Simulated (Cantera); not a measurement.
**Ignition delay**

Mixture: CO : H2 : CH4 : O2 : N2 = 1 : 0.6 : 0.53 : 4.33 : 29.4 (molar parts), equivalence ratio 0.43, at 9.87 atm, adiabatic and at constant pressure. Ignition delay is the time to a rise of 400 K.

Model: GRI-Mech 3.0 (53 species, 325 reactions), integrated in Cantera.

```json
[
 {"T0 (K)": "1175", "delay (ms)": "0.496"},
 {"T0 (K)": "1225", "delay (ms)": "0.248"},
 {"T0 (K)": "1275", "delay (ms)": "0.140"},
 {"T0 (K)": "1325", "delay (ms)": "0.0855"},
 {"T0 (K)": "1375", "delay (ms)": "0.0560"},
 {"T0 (K)": "1425", "delay (ms)": "0.0389"},
 {"T0 (K)": "1475", "delay (ms)": "0.0284"},
 {"T0 (K)": "1525", "delay (ms)": "0.0217"}
]
```

* **apparent activation energy between 1425 and 1525 K**: 110 kJ/mol
